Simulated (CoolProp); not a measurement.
Vapour-liquid equilibrium of isobutene (1) + n-butane (2) at 338.3 K; x and y are mole fractions of (1).

Computed with CoolProp (multi-fluid Helmholtz-energy mixture model, Lemmon 2005 and Bücker 2006; pair parameters Bell 2016).

| x | bubble pressure (MPa) | y at the bubble point | dew pressure at overall composition x (MPa) | liquid density (mol/L) |
|---|---|---|---|---|
| 0.05 | 0.7323 | 0.060 | 0.7306 | 9.004 |
| 0.15 | 0.7510 | … | 0.7469 | 9.050 |
| 0.25 | 0.7687 | 0.284 | 0.7632 | 9.097 |
| 0.35 | 0.7855 | 0.389 | 0.7793 | 9.147 |
| 0.45 | 0.8016 | 0.489 | 0.7953 | 9.197 |
| 0.55 | 0.8170 | … | 0.8112 | 9.250 |
| 0.65 | … | 0.682 | 0.8269 | 9.304 |
| 0.75 | 0.8465 | 0.775 | 0.8425 | 9.360 |
| 0.85 | 0.8606 | 0.866 | 0.8581 | 9.417 |
| 0.95 | 0.8745 | 0.956 | 0.8736 | 9.475 |

### Question
Some entries are withheld; supply them.

### Answer

- 0.15, y at the bubble point: 0.175
- 0.55, y at the bubble point: 0.587
- 0.65, bubble pressure (MPa): 0.8320

No azeotrope shows between x = 0.05 and 0.95.

The pair parameters rest on a limited set of measurements; away from them the model extrapolates.
